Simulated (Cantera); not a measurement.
Cantera run, input and output.

```python
import numpy as np
import cantera as ct

gas = ct.Solution("h2o2.yaml")
gas.TPX = 325, 13332, {'H2': 1, 'O2': 0.581, 'N2': 2.19}
flame = ct.FreeFlame(gas, width=0.16)
flame.set_refine_criteria(ratio=3, slope=0.08, curve=0.16)
flame.transport_model = "mixture-averaged"
flame.solve(loglevel=0, auto=True)
z, T = flame.grid, flame.T
thick = (T[-1] - T[0]) / np.gradient(T, z).max()
show = ['H2', 'O2', 'O', 'H2O2', 'H2O', 'OH']
print(f"laminar burning velocity  {flame.velocity[0] * 100:.3f} cm/s")
print(f"burnt temperature         {T[-1]:.1f} K")
print(f"thermal thickness         {thick * 1e3:.4f} mm")
print(f"grid points               {len(z)}")
z0 = z[flame.heat_release_rate.argmax()]
print(f"{'z/mm':>9s}{'T/K':>9s}{'u/(m/s)':>9s}" + "".join(f"{s:>11s}" for s in show))
rows = []
for k in (-3, -2, -1.5, -1, -0.5, -0.25, 0, 0.25, 0.5, 1, 2, 4, 8):
    zz = z0 + k * thick
    rows.append([k * thick, np.interp(zz, z, T), np.interp(zz, z, flame.velocity),
                 *(np.interp(zz, z, flame.X[gas.species_index(s)]) for s in show)])
    print(f"{rows[-1][0] * 1e3:9.3f}{rows[-1][1]:9.1f}{rows[-1][2]:9.3f}" + "".join(f"{x:11.3e}" for x in rows[-1][3:]))
```

Output:

```
laminar burning velocity  196.104 cm/s
burnt temperature         2218.6 K
thermal thickness         5.1442 mm
grid points               131
     z/mm      T/K  u/(m/s)         H2         O2          O       H2O2        H2O         OH
  -15.433    325.0    1.961  2.652e-01  1.541e-01  2.498e-16  1.591e-17  1.435e-15  5.463e-19
  -10.288    325.0    1.961  2.652e-01  1.541e-01  2.021e-14  2.097e-15  1.886e-13  4.435e-17
   -7.716    325.0    1.961  2.652e-01  1.541e-01  4.604e-13  7.542e-14  6.006e-12  1.055e-15
   -5.144    325.0    1.961  2.652e-01  1.541e-01  6.476e-11  3.073e-11  1.843e-09  8.499e-13
   -2.572    327.7    1.972  2.632e-01  1.545e-01  2.162e-07  1.067e-06  3.463e-05  1.354e-06
   -1.286    536.4    3.150  2.325e-01  1.517e-01  7.984e-05  3.654e-05  1.454e-02  7.461e-04
    0.000    995.5    5.645  1.287e-01  1.164e-01  4.114e-03  7.783e-07  9.787e-02  1.737e-03
    1.286   1294.1    7.263  4.333e-02  5.858e-02  1.186e-02  1.057e-06  1.989e-01  6.070e-03
    2.572   1427.0    7.961  3.159e-02  4.634e-02  1.313e-02  8.546e-07  2.198e-01  8.501e-03
    5.144   1568.4    8.676  3.088e-02  4.221e-02  1.232e-02  5.098e-07  2.290e-01  1.093e-02
   10.288   1716.9    9.402  2.927e-02  3.857e-02  1.049e-02  2.595e-07  2.392e-01  1.304e-02
   20.577   1860.2   10.080  2.567e-02  3.502e-02  8.136e-03  1.360e-07  2.510e-01  1.423e-02
   41.154   1991.3   10.682  2.045e-02  3.169e-02  5.679e-03  7.997e-08  2.636e-01  1.415e-02
```

Computed with Cantera and the H2/O2 subset of GRI-Mech 3.0, which has no nitrogen chemistry. Burning velocities carry a grid error of a few per cent, more on coarse grids.
